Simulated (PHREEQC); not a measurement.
## Buffer: speciation

Make-up at 25 °C: 0.0023 mol NaHCO3 and 0.00046 mol K2HPO4 per kg of water. Closed to the air; pH follows from the charge balance.

Model: ion-association model, phreeqc.dat, run in PHREEQC.

No solid was allowed to form.

Task: Predict the pH.

Result: pH 8.43.

Task: In which forms is C present?

Result: HCO3- 98 %, CO3-2 1.5 %, CO2 0.8 % of the C.

Species that the database lacks are ignored.
